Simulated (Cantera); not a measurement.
Charge: 1 mol Si, 5.2 mol HCl, 9.6 mol H₂, 0.83 mol Cl₂, at 475 °C and 2400 Torr.

Cantera equilibrium calculation (NASA polynomials, part measured and part estimated; ideal gas, pure solids and liquids). Candidate condensed phases: Si; 19 gas species. The numbers say what is thermodynamically allowed, not how fast it happens.

Base state: H₂ 0.736, HCl 0.196, SiCl₄ 0.0682, SiHCl₃ 0.000113 (mole fractions); condensed: gas only.

Problem. What changes in the equilibrium state with this change: temperature from 475 °C to 1052 °C?

Solution. 
| species | before | after |
|---|---|---|
| H₂ | 0.736 | 0.723 |
| HCl | 0.196 | 0.209 |
| SiCl₄ | 0.0682 | 0.0550 |
| SiCl₂ | <1e-9 | 0.000649 |
| SiCl₃ | 1.67e-8 | 0.00256 |
| SiH₂Cl₂ | 1.37e-8 | 0.000247 |
| SiHCl₃ | 0.000113 | 0.00973 |
The tables' values for SiCl₃ are old estimates; treat these amounts as uncertain.
